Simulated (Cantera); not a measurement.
Charge: 1 mol AlN, 18 mol O2, 5.2 mol N2, held at 773 K and 0.470 bar.

These are equilibrium values from Cantera (NASA tables, ideal gas, pure condensed phases), not measurements of a reactor. Candidate condensed phases: Al, AlN, Al2O3; 16 gas species. Kinetics and transport are ignored.

Base state: O2 0.752, N2 0.248 (mole fractions); condensed: Al2O3(s).

### Question
What changes in the equilibrium state with this change: temperature from 773 K to 1450 K?

### Answer
```tsv
species	before	after
O2	0.752	0.751
N2	0.248	0.248
NO	1.32e-6	0.00101
Al2O3(s), mol	0.500	0.500
```
